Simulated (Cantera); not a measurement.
What does this Cantera script print?

```python
import numpy as np
import cantera as ct

gas_names = """
    CL CL2 H HCL H2 Si SiCL SiCL2 SiCL3 SiCL4 SiH SiHCL3 SiH2 SiH2CL2 SiH3 SiH3CL SiH4 Si2 Si3
""".split()
cond_names = """
    Si(cr) Si(L)
""".split()


def load(file, names, dense=False):
    # The tables refer to 1 bar. Condensed volumes are neglected.
    table = {s.name: s for s in ct.Species.list_from_file(file)}
    out = []
    for n in names:
        d = dict(table[n].input_data)
        d["thermo"] = dict(d["thermo"], **{"reference-pressure": 1e5})
        if dense:
            d["equation-of-state"] = {"model": "constant-volume", "density": "1e6 g/cm^3"}
        out.append(ct.Species.from_dict(d))
    return out


gas = ct.Solution(thermo="ideal-gas", species=load("nasa_gas.yaml", gas_names))
cond = {s.name: ct.Solution(thermo="fixed-stoichiometry", species=[s], name=s.name)
        for s in load("nasa_condensed.yaml", cond_names, dense=True)}
atoms = {
    'Si': {'Si': 1},
    'H2': {'H': 2},
    'Cl2': {'CL': 2},
}
top_T = {}  # K; cautious upper limits of use, not melting points


def equilibrate(T, P, feed):
    n = {}
    for name, mol in feed.items():
        for a, k in atoms[name].items():
            n[a] = n.get(a, 0.0) + k * mol
    gas.TPX = T, P, n
    mass = sum(n.values()) * gas.mean_molecular_weight
    gas.equilibrate("TP")
    valid = [c for c in cond.values() if c.min_temp <= T <= top_T.get(c.name, c.max_temp)]
    mix = ct.Mixture([(gas, mass / gas.mean_molecular_weight)] + [(c, 0.0) for c in valid])
    mix.T, mix.P = T, P
    mix.equilibrate("TP", solver="vcs", rtol=1e-11, max_steps=5000)
    return mix


results = []
T = 623.15  # K
P = 1600000  # Pa
for m in [0.5, 0.59, 0.69, 0.81, 0.96, 1.1, 1.3, 1.6, 1.8, 2.1, 2.5, 3]:
    feed = {'Si': 1, 'H2': 3.4, 'Cl2': m}  # mol
    mix = equilibrate(T, P, feed)
    results.append((T, P, feed, dict(zip(mix.species_names, mix.species_moles))))

top = {s: max(r[3][s] / sum(r[3][g] for g in gas_names) for r in results) for s in gas_names}
cols = sorted((s for s in top if top[s] > 1e-05), key=lambda s: -top[s])[:5]
seen = [c for c in cond_names if any(r[3].get(c, 0) > 1e-12 for r in results)]
print("log10 of partial pressures in bar; condensed amounts in mol")
print(f"{'n(Cl2)':>10s}" + "".join(f"{s[:9]:>10s}" for s in cols + seen))
for T, P, feed, n in results:
    ng = sum(n[g] for g in gas_names)
    print(f"{feed['Cl2']:10.4g}" + "".join(f"{np.log10(max(n[s] / ng * P / 1e5, 1e-99)):10.3f}" for s in cols)
          + "".join(f"{n.get(c, 0):10.4g}" for c in seen))
```

It prints:

```
log10 of partial pressures in bar; condensed amounts in mol
    n(Cl2)        H2       HCL     SiCL4    SiHCL3   SiH2CL2    Si(cr)
       0.5     1.166    -3.423    -0.341    -0.085    -1.099    0.6947
      0.59     1.159    -3.406    -0.259    -0.027    -1.064    0.6416
      0.69     1.152    -3.390    -0.182     0.027    -1.033     0.583
      0.81     1.143    -3.375    -0.104     0.081    -1.003    0.5131
      0.96     1.133    -3.360    -0.023     0.137    -0.973    0.4261
       1.1     1.123    -3.349     0.041     0.180    -0.951    0.3454
       1.3     1.110    -3.337     0.118     0.231    -0.926    0.2307
       1.6     1.090    -3.323     0.211     0.291    -0.899   0.05985
       1.8     1.086    -3.035     0.368     0.155    -1.327         0
       2.1     1.069    -0.146     0.551    -2.567    -6.954         0
       2.5     0.976     0.514     0.514    -3.357    -8.497         0
         3     0.852     0.773     0.472    -3.782    -9.306         0
```

Cantera equilibrium calculation (NASA polynomials, part measured and part estimated; ideal gas, pure solids and liquids).
